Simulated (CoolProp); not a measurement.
Sulfur dioxide at several states: density (kg/m³) from the reference equation and from simpler models built on Tc = 430.6 K, pc = 7887 kPa, ω = 0.256; each cubic takes its own stable root.

The numbers come from the reference Helmholtz-energy equation of state, Gao 2016 in CoolProp.

| T (K) | p (kPa) | phase | reference | van der Waals | Redlich-Kwong | Soave-Redlich-Kwong | Peng-Robinson |
|---|---|---|---|---|---|---|---|
| 401.1 | 2560 | gas | 58.90 | 56.43 | 57.98 | 58.37 | 59.27 |
| 387.7 | 35000 | liquid | 1210 | 810.9 | 1075 | 1093 | 1224 |
| 214.7 | 2100 | liquid | 1587 | 929.2 | 1377 | 1405 | 1580 |
| 365.5 | 470 | gas | 10.30 | 10.18 | 10.25 | 10.27 | 10.30 |
| 422.4 | 3000 | gas | 65.08 | 63.13 | 64.56 | 64.69 | 65.79 |
